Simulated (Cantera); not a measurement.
Charge: 1 mol C2F6, 0.062 mol F2, 2.6 mol H2, held at 47.0 mbar.

Equilibrium computed with Cantera from the NASA thermochemical tables; the gas is ideal and each condensed phase is pure. Candidate condensed phases: C, C6H6, C7H8, C8H18; 95 gas species. The feed counts by its element totals alone. Gases not in the tables: C2F6 and larger saturated fluorocarbons. Rates play no part. All values below are at 2175 K.

Base state: HF 0.929, CF2 0.0284, CF4 0.0213, F 0.0198, CF3 0.00103, CF 0.000203, H 1.88e-5 (mole fractions); condensed: C(graphite).

Q: What changes in the equilibrium state with this change: C2F6 replaced by c-C4F8?

A: 
```
species             before     after
----------------  --------  --------
HF                   0.929     0.834
CF4                 0.0213    0.0805
CF2                 0.0284    0.0551
F                   0.0198    0.0277
CF3                0.00103   0.00279
H                  1.88e-5   1.21e-5
CF                0.000203  0.000283
C(graphite), mol      1.72      3.13
```
